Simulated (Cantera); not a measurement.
Input: 1 mol Fe3O4, 0.68 mol C, 0.039 mol CO, equilibrated at 2123.15 K and 0.150 Torr.

Equilibrium computed with Cantera from the NASA thermochemical tables; the gas is ideal and each condensed phase is pure. Candidate condensed phases: C, Fe, Fe(CO)5, FeO, Fe2O3, Fe3O4; 15 gas species. The tables' stoichiometric FeO is somewhat more stable than real wüstite, so its field is too wide. FeO: taken at fixed stoichiometry. Rates play no part.

Base state: Fe 0.401, CO2 0.195, O2 0.151, CO 0.124, FeO 0.0838, O 0.0449 (mole fractions); condensed: FeO(l).

Problem. What changes in the equilibrium state with this change: 0.0039 mol H2S added?

Solution. 
```csv
species,before,after
Fe,0.401,0.403
CO2,0.195,0.192
O2,0.151,0.150
CO,0.124,0.122
SO2,0,0.00158
O,0.0449,0.0447
FeO,0.0838,0.0838
H,0,0.00143
OH,0,0.00140
H2O,0,0.000252
SO,0,0.000122
"FeO(l), mol",1.91,1.89
```
Further candidate phases: C6H6, C7H8, C8H18, Fe(OH)2, Fe(OH)3, FeS, FeSO4, FeS2, Fe2(SO4)3, H2O, H2SO4, S.
